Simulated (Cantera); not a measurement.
An adiabatic, constant-volume homogeneous reactor starts with H2 : O2 : N2 = 1 : 0.357 : 1.34 (molar parts), equivalence ratio 1.4, at 1600 K and 10.0 bar. Integrator tolerance rtol = 1e-08.

Detailed kinetics in Cantera: GRI-Mech 3.0 (53 species, 325 reactions). The hydrogen kinetics of GRI-Mech 3.0 are dated; newer H2 mechanisms differ, most at raised pressure. Above 3000 K some thermodynamic fits are extrapolated.

```csv
quantity,before,after
time of steepest temperature rise,1.02 µs,1.45 µs
temperature at 0.400 s,3283 K,3016 K
equilibrium temperature,3283 K,3016 K
x(H2) at 0.400 s,0.129 (gas-phase equilibrium 0.129),0.0862 (gas-phase equilibrium 0.0862)
x(O2) at 0.400 s,0.00249 (gas-phase equilibrium 0.00249),0.000661 (gas-phase equilibrium 0.000661)
x(OH) at 0.400 s,0.0237 (gas-phase equilibrium 0.0237),0.00890 (gas-phase equilibrium 0.00890)
x(O) at 0.400 s,0.00321 (gas-phase equilibrium 0.00321),0.000744 (gas-phase equilibrium 0.000744)
x(H) at 0.400 s,0.0295 (gas-phase equilibrium 0.0295),0.0118 (gas-phase equilibrium 0.0118)
x(NO) at 0.400 s,0.00596 (gas-phase equilibrium 0.00596),0.00257 (gas-phase equilibrium 0.00257)
x(N2O) at 0.400 s,1.23e-6 (gas-phase equilibrium 1.23e-6),5.70e-7 (gas-phase equilibrium 5.70e-7)
```

Q: What was changed between the two runs?
A. N2 1.34 to 2.4 parts
B. pressure from 10.0 bar to 1.01 bar
C. initial temperature 1600 to 1423 K
D. pressure from 10.0 bar to 27.0 bar

A: A, N2 1.34 to 2.4 parts
